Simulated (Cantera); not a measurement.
Cantera run:

```python
import numpy as np
import cantera as ct

gas_names = """
    H HO2 H2 H2O H2O2 H2S H2SO4 O OH O2 O3 S SH SO SO2 SO3 S2 S2O S8
""".split()
cond_names = """
    H2O(s) H2O(L) H2SO4(L) S(cr1) S(cr2) S(L)
""".split()


def load(file, names, dense=False):
    # The tables refer to 1 bar. Condensed volumes are neglected.
    table = {s.name: s for s in ct.Species.list_from_file(file)}
    out = []
    for n in names:
        d = dict(table[n].input_data)
        d["thermo"] = dict(d["thermo"], **{"reference-pressure": 1e5})
        if dense:
            d["equation-of-state"] = {"model": "constant-volume", "density": "1e6 g/cm^3"}
        out.append(ct.Species.from_dict(d))
    return out


gas = ct.Solution(thermo="ideal-gas", species=load("nasa_gas.yaml", gas_names))
cond = {s.name: ct.Solution(thermo="fixed-stoichiometry", species=[s], name=s.name)
        for s in load("nasa_condensed.yaml", cond_names, dense=True)}
atoms = {
    'H2S': {'H': 2, 'S': 1},
    'O2': {'O': 2},
}
top_T = {}  # K; cautious upper limits of use, not melting points


def equilibrate(T, P, feed):
    n = {}
    for name, mol in feed.items():
        for a, k in atoms[name].items():
            n[a] = n.get(a, 0.0) + k * mol
    gas.TPX = T, P, n
    mass = sum(n.values()) * gas.mean_molecular_weight
    gas.equilibrate("TP")
    valid = [c for c in cond.values() if c.min_temp <= T <= top_T.get(c.name, c.max_temp)]
    mix = ct.Mixture([(gas, mass / gas.mean_molecular_weight)] + [(c, 0.0) for c in valid])
    mix.T, mix.P = T, P
    mix.equilibrate("TP", solver="vcs", rtol=1e-11, max_steps=5000)
    return mix


results = []
feed = {'H2S': 1, 'O2': 0.045}  # mol
T = 2375  # K
for P in [10, 200, 3900, 77000, 1500000, 30000000]:
    mix = equilibrate(T, P, feed)
    results.append((T, P, feed, dict(zip(mix.species_names, mix.species_moles))))

top = {s: max(r[3][s] / sum(r[3][g] for g in gas_names) for r in results) for s in gas_names}
cols = sorted((s for s in top if top[s] > 0.001), key=lambda s: -top[s])[:9]
seen = [c for c in cond_names if any(r[3].get(c, 0) > 1e-12 for r in results)]
print("log10 of partial pressures in bar; condensed amounts in mol")
print(f"{'P/Pa':>10s}" + "".join(f"{s[:9]:>10s}" for s in cols + seen))
for T, P, feed, n in results:
    ng = sum(n[g] for g in gas_names)
    print(f"{P:10.4g}" + "".join(f"{np.log10(max(n[s] / ng * P / 1e5, 1e-99)):10.3f}" for s in cols)
          + "".join(f"{n.get(c, 0):10.4g}" for c in seen))
```

Output:

```
log10 of partial pressures in bar; condensed amounts in mol
      P/Pa        H2         H       H2S         S        S2       H2O        SH        SO         O
        10    -4.900    -4.301    -8.402    -4.498    -5.799    -6.656    -6.192    -5.597    -6.379
       200    -3.105    -3.403    -5.502    -3.394    -3.592    -4.587    -4.190    -4.220    -6.105
      3900    -1.687    -2.694    -3.304    -2.613    -2.029    -2.875    -2.700    -3.145    -5.811
   7.7e+04    -0.389    -2.045    -1.333    -1.940    -0.684    -1.398    -1.379    -2.293    -5.632
   1.5e+06     0.819    -1.441     0.492    -1.323     0.550    -0.027    -0.158    -1.513    -5.469
     3e+07     1.905    -0.898     2.146    -0.756     1.684     1.335     0.953    -0.671    -5.194
```

Cantera equilibrium calculation (NASA polynomials, part measured and part estimated; ideal gas, pure solids and liquids). The ideal-gas law is rough above about 30 bar.
